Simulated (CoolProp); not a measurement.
Computed with CoolProp (reference Helmholtz-energy equation of state, Lemmon 2006). It is a short technical equation, of lower accuracy than the large ones.

Give the vapour pressure (bar), liquid cp (kJ/(kg K)), vapour Z, surface tension (mN/m) of saturated acetone at 346.9, 363, 459.7 K.


```json
[
 {"T (K)": "346.9", "p (bar)": "1.79", "liquid cp (kJ/(kg K))": "2.29", "vapour Z": "0.927", "surface tension (mN/m)": "16.7"},
 {"T (K)": "363", "p (bar)": "2.84", "liquid cp (kJ/(kg K))": "2.35", "vapour Z": "0.903", "surface tension (mN/m)": "14.8"},
 {"T (K)": "459.7", "p (bar)": "22.1", "liquid cp (kJ/(kg K))": "3.06", "vapour Z": "0.644", "surface tension (mN/m)": "4.14"}
]
```

Surface tension comes from a separate correlation (Mulero 2012).
